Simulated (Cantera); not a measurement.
Standard-state values (1 bar) from the NASA 1993 polynomials, evaluated with Cantera. Values are per mole of reaction as written; species without (g) are pure solids or liquids, kept so even where they would boil at 1 bar. The tables' values for SiF₂ are old estimates.

Si₃N₄ + 3 SiF₄(g) → 2 N₂(g) + 6 SiF₂(g)

```json
[
 {"T (K)": "300", "ΔH° (kJ)": "2062.5", "ΔS° (J/K)": "961.5", "ΔG° (kJ)": "1774.1", "log10 K": "-308.89"},
 {"T (K)": "773", "ΔH° (kJ)": "…", "ΔS° (J/K)": "…", "ΔG° (kJ)": "…", "log10 K": "…"},
 {"T (K)": "823", "ΔH° (kJ)": "2047.6", "ΔS° (J/K)": "937.6", "ΔG° (kJ)": "1276.0", "log10 K": "-80.98"},
 {"T (K)": "873", "ΔH° (kJ)": "2044.9", "ΔS° (J/K)": "934.4", "ΔG° (kJ)": "1229.2", "log10 K": "-73.54"},
 {"T (K)": "923", "ΔH° (kJ)": "…", "ΔS° (J/K)": "…", "ΔG° (kJ)": "…", "log10 K": "…"},
 {"T (K)": "973", "ΔH° (kJ)": "2039.0", "ΔS° (J/K)": "928.0", "ΔG° (kJ)": "1136.0", "log10 K": "-60.99"},
 {"T (K)": "1023", "ΔH° (kJ)": "…", "ΔS° (J/K)": "…", "ΔG° (kJ)": "…", "log10 K": "…"},
 {"T (K)": "1073", "ΔH° (kJ)": "2032.5", "ΔS° (J/K)": "921.7", "ΔG° (kJ)": "1043.6", "log10 K": "-50.80"},
 {"T (K)": "1123", "ΔH° (kJ)": "…", "ΔS° (J/K)": "…", "ΔG° (kJ)": "…", "log10 K": "…"}
]
```

Question: Some entries are withheld; supply them.

Answer: 
- 773, ΔH° (kJ): 2050.2
- 773, ΔS° (J/K): 940.8
- 773, ΔG° (kJ): 1322.9
- 773, log10 K: -89.39
- 923, ΔH° (kJ): 2042.0
- 923, ΔS° (J/K): 931.2
- 923, ΔG° (kJ): 1182.5
- 923, log10 K: -66.92
- 1023, ΔH° (kJ): 2035.8
- 1023, ΔS° (J/K): 924.8
- 1023, ΔG° (kJ): 1089.7
- 1023, log10 K: -55.64
- 1123, ΔH° (kJ): 2029.1
- 1123, ΔS° (J/K): 918.5
- 1123, ΔG° (kJ): 997.6
- 1123, log10 K: -46.40
